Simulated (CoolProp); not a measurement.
Ammonia along the isotherm 419.3 K: density (kg/m³) from the reference equation and from simpler models built on Tc = 405.6 K, pc = 11.36 MPa, ω = 0.256; each cubic takes its own stable root.

Computed with CoolProp (reference Helmholtz-energy equation of state, Gao 2020).

| p (MPa) | phase | reference | van der Waals | Redlich-Kwong | Soave-Redlich-Kwong |
|---|---|---|---|---|---|
| 3.79 | gas | 20.98 | 20.55 | 20.82 | 20.77 |
| 7.58 | gas | 49.97 | 47.66 | 48.92 | 48.55 |
| 11.4 | supercritical | 101.7 | 95.30 | 97.80 | 94.99 |
| 15.2 | supercritical | 293.2 | 211.9 | 230.5 | 215.3 |
| 18.9 | supercritical | 364.5 | 239.0 | 276.3 | 267.9 |
| 22.7 | supercritical | 395.2 | 254.8 | 301.7 | 295.3 |
| 26.5 | supercritical | 415.4 | 266.1 | ___ | 314.3 |
| 30.3 | supercritical | 430.8 | 275.0 | 333.9 | 329.2 |
| 34.1 | supercritical | 443.3 | 282.4 | 345.7 | 341.5 |
| 37.9 | supercritical | 454.0 | 288.7 | 355.8 | ___ |
| 41.7 | supercritical | 463.3 | 294.2 | 364.7 | 361.2 |
| 45.5 | supercritical | 471.6 | 299.2 | 372.7 | 369.4 |
| 49.2 | supercritical | 478.9 | 303.5 | 379.7 | 376.6 |
| 53 | supercritical | 485.8 | 307.5 | 386.3 | 383.4 |
| 56.8 | supercritical | 492.1 | 311.2 | 392.4 | ___ |

Q: Fill in the missing entries.

A: 
- 26.5, Redlich-Kwong: 319.7
- 37.9, Soave-Redlich-Kwong: 352.0
- 56.8, Soave-Redlich-Kwong: 389.6
